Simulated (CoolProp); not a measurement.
Computed with CoolProp (reference Helmholtz-energy equation of state, Span 2003). It is a short technical equation, of lower accuracy than the large ones.

**Question.** Give the vapour pressure (MPa), enthalpy of vaporisation (kJ/kg), vapour Z, surface tension (mN/m) of saturated n-heptane at 456.7, 467.2 K.

**Answer.** 
```csv
T (K),p (MPa),enthalpy of vaporisation (kJ/kg),vapour Z,surface tension (mN/m)
456.7,0.731,241,0.790,5.30
467.2,0.884,228,0.759,4.48
```

Surface tension comes from a separate correlation (Mulero 2012).
